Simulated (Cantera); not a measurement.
A closed system holds: 1 mol Si(CH₃)₄, 0.006 mol C₂H₄, 1.6 mol H₂, held at 14.0 mbar.

Cantera equilibrium calculation (NASA polynomials, part measured and part estimated; ideal gas, pure solids and liquids). Candidate condensed phases: C, C₆H₆, C₇H₈, C₈H₁₈, Si, SiC; 87 gas species. Gases not in the tables: Si₂H₆ and higher silanes. Equilibrium is a limit: real reactors are often held back by kinetics, nucleation or transport.

x: gas mole fraction; n: condensed amount in mol.

```json
[
 {"T (°C)": "1300", "x H₂": "1.000", "x H": "0.000344", "x Si": "3.76e-8", "x SiC₂": "1.19e-10", "x Si₂C": "…", "n C(graphite)": "3.01", "n SiC(s)": "1.000"},
 {"T (°C)": "1450", "x H₂": "0.998", "x H": "0.00154", "x Si": "1.17e-6", "x SiC₂": "1.07e-8", "x Si₂C": "…", "n C(graphite)": "3.01", "n SiC(s)": "1.000"},
 {"T (°C)": "1600", "x H₂": "0.994", "x H": "0.00544", "x Si": "2.09e-5", "x SiC₂": "4.59e-7", "x Si₂C": "…", "n C(graphite)": "3.01", "n SiC(s)": "1.000"},
 {"T (°C)": "1750", "x H₂": "0.983", "x H": "0.0159", "x Si": "0.000242", "x SiC₂": "1.12e-5", "x Si₂C": "…", "n C(graphite)": "3.00", "n SiC(s)": "0.998"},
 {"T (°C)": "1900", "x H₂": "0.956", "x H": "0.0399", "x Si": "0.00199", "x SiC₂": "0.000173", "x Si₂C": "…", "n C(graphite)": "3.00", "n SiC(s)": "0.980"},
 {"T (°C)": "2050", "x H₂": "0.893", "x H": "0.0870", "x Si": "0.0125", "x SiC₂": "0.00186", "x Si₂C": "…", "n C(graphite)": "3.04", "n SiC(s)": "0.861"},
 {"T (°C)": "2200", "x H₂": "0.743", "x H": "0.162", "x Si": "0.0621", "x SiC₂": "0.0149", "x Si₂C": "…", "n C(graphite)": "3.41", "n SiC(s)": "0.120"}
]
```

Question: What belongs in the gaps?

Answer: 
- 1300, x Si₂C: 9.88e-11
- 1450, x Si₂C: 8.10e-9
- 1600, x Si₂C: 3.22e-7
- 1750, x Si₂C: 7.31e-6
- 1900, x Si₂C: 0.000107
- 2050, x Si₂C: 0.00109
- 2200, x Si₂C: 0.00828
